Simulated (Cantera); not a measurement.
**Thermodynamics of thermal oxidation and active oxidation of silicon, feed Si + O2 + N2**

Feed: 1 mol Si, 0.22 mol O2, 1 mol N2, at 1727 °C and 1330 Pa.

Cantera equilibrium calculation (NASA polynomials, part measured and part estimated; ideal gas, pure solids and liquids). Candidate condensed phases: Si, SiO2, Si2N2O, Si3N4; 16 gas species. The tables' values for SiN are old estimates; treat these amounts as uncertain. Equilibrium is a limit: real reactors are often held back by kinetics, nucleation or transport.

```json
{
 "x(N2)": "0.692",
 "x(SiO)": "0.305",
 "x(Si)": "0.00327",
 "x(Si2N)": "0.000107",
 "x(SiN)": "8.17e-5",
 "x(Si2)": "3.39e-5",
 "x(Si3)": "7.26e-6",
 "n(Si(l))": "0.555 mol",
 "gas_amount": "1.445 mol"
}
```
